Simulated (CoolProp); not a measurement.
Model: reference Helmholtz-energy equation of state, Tillner-Roth 1997, in CoolProp.

**Question.** Give the vapour pressure (MPa), vapour density (kg/m³), liquid cp (kJ/(kg K)), liquid viscosity (µPa s) of saturated CH2F2 (R32) at 223.6, 262.2 K.

**Answer.** 
```csv
T (K),p (MPa),vapour density (kg/m³),liquid cp (kJ/(kg K)),liquid viscosity (µPa s)
223.6,0.113,3.30,1.59,291
262.2,0.564,15.4,1.69,175
```

Viscosity comes from a separate model (Bell 2016), an estimate that may be off by 10 % or more.
